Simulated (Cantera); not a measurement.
A Cantera script and its output.

```python
import numpy as np
import cantera as ct

gas = ct.Solution("gri30.yaml")


def delay(T, t_max=10):
    gas.TPX = T, 101325, {'CH4': 1, 'C2H6': 0.17, 'O2': 1.3, 'N2': 4.88}
    reactor = ct.IdealGasConstPressureReactor(gas, clone=False)
    net = ct.ReactorNet([reactor])
    net.rtol, net.atol = 1e-8, 1e-16
    while net.time < t_max:
        t_old, T_old = net.time, reactor.T
        net.step()
        if reactor.T > T + 400:  # ignition: a rise of 400 K
            return t_old + (T + 400 - T_old) / (reactor.T - T_old) * (net.time - t_old)
    return np.nan


taus = []
for T in [1000, 1100, 1200, 1300, 1400, 1500]:
    taus.append(delay(T))
    print(f"T0 = {T:6g} K   tau = {taus[-1]:.4e} s")
```

Result:

```
T0 =   1000 K   tau = 1.0109e-01 s
T0 =   1100 K   tau = 1.5459e-02 s
T0 =   1200 K   tau = 3.8527e-03 s
T0 =   1300 K   tau = 1.3500e-03 s
T0 =   1400 K   tau = 5.4324e-04 s
T0 =   1500 K   tau = 2.3381e-04 s
```

Detailed kinetics in Cantera: GRI-Mech 3.0 (53 species, 325 reactions).
